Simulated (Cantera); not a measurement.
A closed system holds: 1 mol CH4, 3.6 mol H2O, 2.9 mol H2, held at 0.100 bar.

Equilibrium computed with Cantera from the NASA thermochemical tables; the gas is ideal and each condensed phase is pure. Candidate condensed phases: C, C6H6, C7H8, C8H18, H2O; 110 gas species. Equilibrium is a limit: real reactors are often held back by kinetics, nucleation or transport. All values below are at 2002 °C.

Base state: H2 0.612, H2O 0.262, CO 0.0966, H 0.0210, CO2 0.00748, OH 0.00140, O 3.29e-5 (mole fractions); condensed: gas only.

Question: What changes in the equilibrium state with this change: H2O from 3.6 to 1.7 mol?

Answer: 
| species | before | after |
|---|---|---|
| H2 | 0.612 | 0.758 |
| CO | 0.0966 | 0.127 |
| H2O | 0.262 | 0.0879 |
| H | 0.0210 | 0.0234 |
| O | 3.29e-5 | 8.92e-6 |
| OH | 0.00140 | 0.000422 |
| CO2 | 0.00748 | 0.00267 |
